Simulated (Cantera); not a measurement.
Feed: 1 mol SiCl₄, 0.56 mol CH₄, 44 mol H₂, at 0.240 bar.

Equilibrium computed with Cantera from the NASA thermochemical tables; the gas is ideal and each condensed phase is pure. Candidate condensed phases: C, C₆H₆, C₇H₈, C₈H₁₈, Si, SiC; 109 gas species. The tables' values for SiCl₃, SiCl are old estimates; treat these amounts as uncertain. Gases not in the tables: Si₂H₆ and higher silanes. Rates play no part.

x: gas mole fraction; n: condensed amount in mol.

```tsv
T (K)	x H₂	x HCl	x SiCl₂	x SiCl₄	x SiHCl₃	x SiCl₃	x H	n SiC(s)
1248	0.935	0.0557	0.00211	0.00382	0.00226	0.00106	?	0.559
1348	0.929	0.0611	0.00533	0.00143	0.00123	0.00123	?	0.560
1448	0.926	0.0642	0.00757	0.000369	0.000456	0.000872	?	0.560
1548	0.925	0.0654	0.00853	9.03e-5	0.000156	0.000525	?	0.560
1648	0.925	0.0658	0.00891	2.44e-5	5.72e-5	0.000314	?	0.560
1748	0.924	0.0660	0.00907	7.47e-6	2.30e-5	0.000195	?	0.560
1848	0.923	0.0661	0.00910	2.58e-6	1.01e-5	0.000126	?	0.560
```

### Question
Some entries are withheld; supply them.

### Answer

- 1248, x H: 9.22e-7
- 1348, x H: 4.55e-6
- 1448, x H: 1.81e-5
- 1548, x H: 6.05e-5
- 1648, x H: 0.000175
- 1748, x H: 0.000448
- 1848, x H: 0.00104
